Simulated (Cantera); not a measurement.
Silicon carbide growth: CH3SiH3 + H2

A closed system holds: 1 mol CH3SiH3, a varied amount of H2, held at 2300 K and 1.33 mbar.

Method: chemical equilibrium by Gibbs-energy minimisation in Cantera with the NASA 1993 tables (ideal gas, pure condensed phases). Candidate condensed phases: C, C6H6, C7H8, C8H18, Si, SiC; 87 gas species. The feed counts by its element totals alone. Gases not in the tables: Si2H6 and higher silanes. The numbers say what is thermodynamically allowed, not how fast it happens.

At 1.6 mol H2 the condensed part is C(graphite) + SiC(s). From 3.1 mol H2 to 88 mol H2 the condensed part is C(graphite). From 170 mol H2 to 1300 mol H2 nothing is condensed. The main Si-bearing gas is Si throughout.

| n(H2) (mol) | log p H2 | log p H | log p Si | log p SiC2 | log p Si2C | log p C2H2 (acetylene) | log p SiH | n C(graphite) | n SiC(s) |
|---|---|---|---|---|---|---|---|---|---|
| 1.6 | -3.06 | -3.54 | -3.87 | -4.73 | -4.96 | -5.42 | -5.84 | 0.541 | 0.209 |
| 3.1 | -3.05 | -3.54 | -3.89 | -4.75 | -5.00 | -5.42 | -5.85 | 0.683 | 0 |
| 6 | -3.04 | -3.53 | -4.03 | -4.89 | -5.27 | -5.40 | -5.98 | 0.669 | 0 |
| 12 | -3.02 | -3.52 | -4.22 | -5.08 | -5.65 | -5.38 | -6.16 | 0.630 | 0 |
| 23 | -3.01 | -3.52 | -4.44 | -5.30 | -6.09 | -5.37 | -6.38 | 0.552 | 0 |
| 45 | -3.00 | -3.51 | -4.69 | -5.55 | -6.59 | -5.36 | -6.62 | 0.387 | 0 |
| 88 | -3.00 | -3.51 | -4.96 | -5.82 | -7.13 | -5.36 | -6.89 | 0.0600 | 0 |
| 170 | -2.99 | -3.51 | -5.21 | -6.27 | -7.74 | -5.56 | -7.14 | 0 | 0 |
| 340 | -2.99 | -3.51 | -5.49 | -6.81 | -8.43 | -5.82 | -7.42 | 0 | 0 |
| 660 | -2.99 | -3.51 | -5.77 | -7.36 | -9.12 | -6.08 | -7.70 | 0 | 0 |
| 1300 | -2.99 | -3.51 | -6.06 | -7.93 | -9.83 | -6.37 | -7.99 | 0 | 0 |
log p: log10 of the partial pressure in bar; n: condensed amount in mol.
